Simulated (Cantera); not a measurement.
**Equilibrium for silicon oxide and oxynitride deposition: SiH2Cl2 + N2O + H2**

Feed: 1 mol SiH2Cl2, 5.2 mol N2O, a varied amount of H2, held at 10.0 Torr.

These are equilibrium values from Cantera (NASA tables, ideal gas, pure condensed phases), not measurements of a reactor. Candidate condensed phases: H2O, NH4Cl, Si, SiO2, Si2N2O, Si3N4; 47 gas species. The tables' values for SiCl3 are old estimates. The tables hold silica as quartz up to 1696 K and as liquid above; real silica turns to tridymite and cristobalite and melts near 1996 K. Kinetics and transport are ignored.

Stable condensed phases:

```
T in K \ n(H2) in mol
         3.2   5 6.8 8.5  10  12  14  16  18  19  21  23  25
   2048    A   A   A   A   A   A   A   A   A   B   B   B   B
   2023    A   A   A   A   A   A   A   A   A   A   A   B   B
   1998    A   A   A   A   A   A   A   A   A   A   A   A   A
   1973    A   A   A   A   A   A   A   A   A   A   A   A   A
   1948    A   A   A   A   A   A   A   A   A   A   A   A   A
   1923    A   A   A   A   A   A   A   A   A   A   A   A   A
   1898    A   A   A   A   A   A   A   A   A   A   A   A   A
   1873    A   A   A   A   A   A   A   A   A   A   A   A   A
   1848    A   A   A   A   A   A   A   A   A   A   A   A   A
   1823    A   A   A   A   A   A   A   A   A   A   A   A   A
   1798    A   A   A   A   A   A   A   A   A   A   A   A   A
   1773    A   A   A   A   A   A   A   A   A   A   A   A   A
   1748    A   A   A   A   A   A   A   A   A   A   A   A   A
```

A: SiO2; B: gas only.
